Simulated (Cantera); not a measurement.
Feed: 1 mol MgO, 1.4 mol NF3, 7 mol H2, equilibrated at 1898 K and 250 Pa.

These are equilibrium values from Cantera (NASA tables, ideal gas, pure condensed phases), not measurements of a reactor. Rates play no part.

| species | before | after |
|---|---|---|
| HF | 0.355 | 0.450 |
| H2 | 0.469 | 0.343 |
| N2 | 0.0699 | 0.0895 |
| Mg | 0.0129 | 0.00824 |
| MgF2 | 0.0296 | 0.0414 |
| H | 0.0107 | 0.00915 |
| H2O | 0.0475 | 0.0543 |
| OH | 8.87e-5 | 0.000119 |
| MgOH | 3.49e-5 | 2.98e-5 |
| MgF | 0.00508 | 0.00480 |
| MgO(s), mol | 0.524 | 0.392 |
Gas species are given as mole fractions.

Name the change that produced these shifts.
A. temperature from 1898 K to 1748 K
B. pressure from 250 Pa to 3400 Pa
C. NF3 from 1.4 to 2 mol
D. temperature from 1898 K to 1023.15 K

C, NF3 from 1.4 to 2 mol
